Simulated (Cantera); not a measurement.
Mixture: 15.2 % CH4, 17.9 % O2, 67.0 % N2, equivalence ratio 1.7, at 100000 Pa, adiabatic and at constant volume. Ignition delay is the time to a rise of 400 K.

Cantera simulation using GRI-Mech 3.0 (53 species, 325 reactions); the numbers are that mechanism's predictions, not measurements.

**Question.** At T0 = 1650 K, what is the delay, and which 6 reactions control it most (d ln τ / d ln k, from doubling and halving each rate constant)?

**Answer.** The delay is 0.332 ms.
| reaction | d ln τ / d ln k | faster rate |
|---|---|---|
| CH3 + O2 <=> CH3O + O | -0.38 | shortens it |
| H + O2 <=> O + OH | -0.29 | shortens it |
| CH4 + H <=> CH3 + H2 | 0.22 | lengthens it |
| 2 CH3 (+M) <=> C2H6 (+M) | 0.18 | lengthens it |
| 2 CH3 <=> C2H5 + H | -0.13 | shortens it |
| CH3 + O2 <=> CH2O + OH | -0.13 | shortens it |
